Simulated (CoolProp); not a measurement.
Vapour pressure (kPa) of fluorine: the reference equation beside estimates from Tc = 144.4 K, pc = 5240 kPa, ω = 0.045. Clausius-Clapeyron is anchored at 87.9 K with a constant enthalpy of vaporisation of 6.521 kJ/mol.

Model: reference Helmholtz-energy equation of state, de Reuck 1990, in CoolProp.

```csv
T (K),reference,Lee-Kesler,Clausius-Clapeyron,van der Waals,Redlich-Kwong,Soave-Redlich-Kwong,Peng-Robinson
78.1,42.34,43.34,45.39,243.2,32.95,42.81,45.09
83,79.73,81.32,82.11,353.5,67.29,80.62,83.64
87.9,139.0,141.5,139.0,494.2,124.5,140.6,144.1
92.9,229.8,233.4,224.8,672.7,215.1,232.4,235.9
97.8,356.3,361.3,343.1,885.3,344.3,360.6,363.4
102.7,528.6,535.2,503.0,1138,522.8,535.5,536.5
107.7,760.7,768.7,717.1,1440,765.0,771.5,769.6
112.6,1052,1061,984.5,1782,1070,1069,1063
```

Absolute difference from the reference over all 8 rows, mean and median: Lee-Kesler 1.5 and 1.5 %, Clausius-Clapeyron 4.1 and 4.3 %, van der Waals 211.1 and 170.6 %, Redlich-Kwong 7.7 and 4.9 %, Soave-Redlich-Kwong 1.3 and 1.2 %, Peng-Robinson 2.9 and 2.3 %.
